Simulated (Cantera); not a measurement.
A Cantera script and its output.

```python
import numpy as np
import cantera as ct

gas = ct.Solution("gri30.yaml")
gas.TPX = 1925, 100000, {'CH4': 1, 'H2': 25}
reactor = ct.IdealGasConstPressureReactor(gas, energy="off", clone=False)
net = ct.ReactorNet([reactor])
net.rtol, net.atol = 1e-08, 1e-18
show = ['CH4', 'H2', 'CH3', 'C2H2', 'C2H', 'CH2', 'C2H6']
times = np.geomspace(3e-05, 200, 10)

steps = ct.SolutionArray(gas, extra=["t"])
rows = []
print(f"{'t/s':>10s}{'T/K':>9s}{'P/Pa':>11s}" + "".join(f"{s:>11s}" for s in show))
for t in times:
    while net.time < t:
        t_next = net.step()
        steps.append(gas.state, t=t_next)
    rows.append([np.interp(t, steps.t, y) for y in (steps.T, steps.P, *steps(*show).X.T)])
    print(f"{t:10.3e}{rows[-1][0]:9.1f}{rows[-1][1]:11.4g}" + "".join(f"{x:11.3e}" for x in rows[-1][2:]))
rate = np.gradient(steps.T, steps.t)
print("integrator steps:", len(steps.t))
if steps.T.max() > steps.T[0] + 200:
    print(f"time of steepest temperature rise: {steps.t[rate.argmax()]:.4e} s")
gas.TPX = 1925, 100000, {'CH4': 1, 'H2': 25}
gas.equilibrate("TP")
print(f"equilibrium (TP): T = {gas.T:.1f} K  " + "  ".join(f"{s} {gas[s].X[0]:.3e}" for s in show))
```

Result:

```
       t/s      T/K       P/Pa        CH4         H2        CH3       C2H2        C2H        CH2       C2H6
 3.000e-05   1925.0      1e+05  3.811e-02  9.612e-01  3.178e-04  3.708e-07  2.225e-12  1.532e-07  2.350e-06
 1.719e-04   1925.0      1e+05  3.707e-02  9.610e-01  6.881e-04  2.001e-04  2.683e-09  7.147e-07  1.048e-05
 9.852e-04   1925.0      1e+05  3.289e-02  9.632e-01  6.170e-04  2.243e-03  3.038e-08  6.539e-07  8.401e-06
 5.646e-03   1925.0      1e+05  1.996e-02  9.700e-01  3.789e-04  8.588e-03  1.176e-07  4.201e-07  3.163e-06
 3.236e-02   1925.0      1e+05  6.457e-03  9.771e-01  1.244e-04  1.518e-02  2.107e-07  1.461e-07  3.730e-07
 1.854e-01   1925.0      1e+05  3.083e-03  9.789e-01  5.967e-05  1.683e-02  2.347e-07  7.166e-08  1.189e-07
 1.063e+00   1925.0      1e+05  3.051e-03  9.789e-01  5.906e-05  1.684e-02  2.349e-07  7.094e-08  1.173e-07
 6.090e+00   1925.0      1e+05  3.051e-03  9.789e-01  5.906e-05  1.684e-02  2.349e-07  7.094e-08  1.173e-07
 3.490e+01   1925.0      1e+05  3.051e-03  9.789e-01  5.906e-05  1.684e-02  2.349e-07  7.094e-08  1.173e-07
 2.000e+02   1925.0      1e+05  3.051e-03  9.789e-01  5.906e-05  1.684e-02  2.349e-07  7.094e-08  1.173e-07
integrator steps: 865
equilibrium (TP): T = 1925.0 K  CH4 3.051e-03  H2 9.789e-01  CH3 5.906e-05  C2H2 1.684e-02  C2H 2.349e-07  CH2 7.095e-08  C2H6 1.173e-07
```

Detailed kinetics in Cantera: GRI-Mech 3.0 (53 species, 325 reactions). GRI-Mech 3.0 stops at C3 and has no aromatics, soot or wall deposition, so with more carbon than oxygen in the feed, carbon stays in small species such as C2H2 where larger ones or solid carbon would form.
